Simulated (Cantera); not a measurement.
An isothermal, constant-pressure homogeneous reactor starts with NO : N₂ = 1 : 1.2 (molar parts), at 1723 K and 760 Torr.

Computed with Cantera and GRI-Mech 3.0 (53 species, 325 reactions).

Predict: x(NO) at 70.0 s; x(O) at 70.0 s; x(NO₂) at 70.0 s; x(N₂) at 70.0 s; x(N₂O) at 70.0 s.


```
Property                                            Result
----------------  ----------------------------------------
x(NO) at 70.0 s     0.0337 (gas-phase equilibrium 0.00326)
x(O) at 70.0 s     2.61e-5 (gas-phase equilibrium 2.70e-5)
x(NO₂) at 70.0 s  0.000101 (gas-phase equilibrium 1.01e-5)
x(N₂) at 70.0 s        0.756 (gas-phase equilibrium 0.771)
x(N₂O) at 70.0 s   6.10e-7 (gas-phase equilibrium 1.89e-7)
```
